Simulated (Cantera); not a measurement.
**Hydrocarbon pyrolysis for carbon deposition**

An isothermal, constant-pressure homogeneous reactor starts with CH4 : N2 = 1 : 7 (molar parts), at 1950 K and 0.132 atm.

Model: GRI-Mech 3.0 (53 species, 325 reactions), integrated in Cantera. GRI-Mech 3.0 stops at C3 and has no aromatics, soot or wall deposition, so with more carbon than oxygen in the feed, carbon stays in small species such as C2H2 where larger ones or solid carbon would form.

| t (s) | x CH4 | x H2 | x H | x C2H6 | x HCN |
|---|---|---|---|---|---|
| 3.00e-6 | 0.125 | 1.02e-5 | 5.53e-6 | 7.24e-11 | <1e-12 |
| 1.58e-5 | 0.125 | 7.73e-5 | 5.98e-6 | 1.44e-8 | 1.36e-12 |
| 8.35e-5 | 0.124 | 0.000461 | 7.31e-6 | 1.42e-6 | 8.08e-11 |
| 0.000440 | 0.116 | 0.00661 | 4.83e-5 | 5.03e-5 | 1.63e-8 |
| 0.00232 | 0.0426 | 0.104 | 0.000472 | 3.71e-5 | 3.07e-6 |
| 0.0122 | 0.00595 | 0.158 | 0.000892 | 1.22e-6 | 1.89e-5 |
| 0.0646 | 0.000564 | 0.165 | 0.00123 | 1.69e-8 | 5.07e-5 |
| 0.341 | 8.10e-5 | 0.166 | 0.00129 | 4.12e-10 | 8.54e-5 |
| 1.80 | 3.69e-5 | 0.166 | 0.00129 | 1.20e-10 | 0.000131 |
| 9.48 | 3.71e-5 | 0.166 | 0.00129 | 1.20e-10 | 0.000326 |
| 50.0 | 3.83e-5 | 0.166 | 0.00129 | 1.25e-10 | 0.00122 |
x: mole fraction; the columns are a selection and need not sum to one.

Equilibrium at this temperature and pressure: CH4 2.46e-5, H2 0.166, H 0.00129, C2H6 4.78e-11, HCN 0.0761 (gas phase only).
